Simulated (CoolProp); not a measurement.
The fluid at 293.15 K and 0.00689 MPa flows at 1.7 m/s in a round tube of 100 mm bore and 15 µm roughness, fully developed (64/Re and Nu = 3.66 if laminar; Colebrook and Gnielinski if turbulent). The same conditions are run with several fluids, on thermodynamics alone (safety and materials aside).

Computed with CoolProp (reference Helmholtz-energy equation of state of each fluid (R123: Younglove 1994; C3F8 (R218): Lemmon 2006; R134a: Tillner-Roth 1994)).

**Question.** Rank R123, C3F8 (R218), R134a by Reynolds number, highest first.

**Answer.** C3F8 (R218) (7370), R123 (6950), R134a (4210)

```tsv
fluid	Darcy friction factor	pressure drop (Pa/m)	heat-transfer coefficient (W/(m² K))	mass flow (kg/h)
R123	0.0343	0.215	2.05	20.8
C3F8 (R218)	0.0337	0.259	2.92	25.6
R134a	0.0395	0.165	1.82	13.9
```

Transport values come from each fluid's own correlations; those of C3F8 (R218), R134a are estimates that may be off by 10 % or more.
